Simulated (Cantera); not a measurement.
## Si + HCl + H2 (chlorosilane synthesis and conversion)

Charge: 1 mol Si, 1.3 mol HCl, 5.6 mol H2, equilibrated at 23000 Pa.

Cantera equilibrium calculation (NASA polynomials, part measured and part estimated; ideal gas, pure solids and liquids). Candidate condensed phases: Si; 19 gas species. The tables' values for SiCl3 are old estimates; treat these amounts as uncertain. The numbers say what is thermodynamically allowed, not how fast it happens.

```tsv
T (K)	log p H2	log p HCl	log p SiCl4	log p SiCl2	log p SiHCl3	log p SiCl3	log p SiH2Cl2	n Si(s)
523	-0.66	-5.94	-2.12	-11.79	-2.31	-8.85	-3.92	0.638
598	-0.66	-5.03	-2.11	-9.76	-2.32	-7.52	-3.83	0.639
673	-0.66	-4.33	-2.10	-8.20	-2.33	-6.49	-3.77	0.640
748	-0.66	-3.77	-2.10	-6.95	-2.35	-5.66	-3.73	0.642
823	-0.66	-3.32	-2.10	-5.93	-2.36	-4.99	-3.70	0.645
898	-0.66	-2.95	-2.10	-5.09	-2.38	-4.44	-3.68	0.650
973	-0.67	-2.63	-2.12	-4.39	-2.40	-3.98	-3.67	0.659
1048	-0.67	-2.37	-2.15	-3.80	-2.43	-3.60	-3.67	0.672
1123	-0.67	-2.15	-2.20	-3.30	-2.49	-3.30	-3.69	0.688
1198	-0.68	-1.97	-2.29	-2.89	-2.56	-3.06	-3.73	0.705
1273	-0.69	-1.84	-2.44	-2.57	-2.69	-2.91	-3.80	0.716
1348	-0.69	-1.74	-2.68	-2.34	-2.88	-2.86	-3.92	0.720
1423	-0.70	-1.68	-3.01	-2.19	-3.14	-2.90	-4.08	0.716
1498	-0.70	-1.66	-3.40	-2.10	-3.44	-3.01	-4.27	0.711
```
log p: log10 of the partial pressure in bar; n: condensed amount in mol.

From 523 K to 1498 K the condensed part is Si(s). The main Si-bearing gas is SiCl4 at 523 K and SiCl2 at 1498 K. The share of Si in condensed phases is highest at 1348 K (72.0 %) and lowest at 523 K (63.8 %).
